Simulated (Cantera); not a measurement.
A perfectly stirred reactor is fed with CH₄ : O₂ : N₂ = 1 : 2.53 : 9.52 (molar parts), equivalence ratio 0.79, at 34000 Pa; it is adiabatic with a 548 K inlet, and is followed from long to short residence time, starting on the burning branch (τ in s: 0.023, 0.014, 0.009, 0.0056, 0.0035, 0.0022, 0.0013, 0.00083, 0.00052, 0.00032, 0.0002, 0.00012, 7.8e-05).

Cantera simulation using GRI-Mech 3.0 (53 species, 325 reactions); the numbers are that mechanism's predictions, not measurements.

### Question
What does this change do: inlet temperature 548 to 750 K?

### Answer
| quantity | before | after |
|---|---|---|
| blow-out, bracketed by the residence times tried | burning at 0.200 ms, out at 0.120 ms | burning at 0.120 ms, out at 78.0 µs |
| x(CH₄) at τ = 23.0 ms | 1.64e-5 | 1.18e-5 |
| x(O₂) at τ = 23.0 ms | 0.0431 | 0.0434 |
| x(HCO) at τ = 23.0 ms | 2.58e-7 | 2.36e-7 |
| x(NO) at τ = 23.0 ms | 0.000217 | 0.000625 |
| x(H₂) at τ = 23.0 ms | 0.00321 | 0.00380 |
| x(CH₄) at τ = 1.30 ms | 0.000158 | 0.000115 |
| x(O₂) at τ = 1.30 ms | 0.0497 | 0.0499 |
| x(HCO) at τ = 1.30 ms | 4.06e-6 | 3.69e-6 |
| x(NO) at τ = 1.30 ms | 3.15e-5 | 5.42e-5 |
| x(H₂) at τ = 1.30 ms | 0.00841 | 0.00917 |
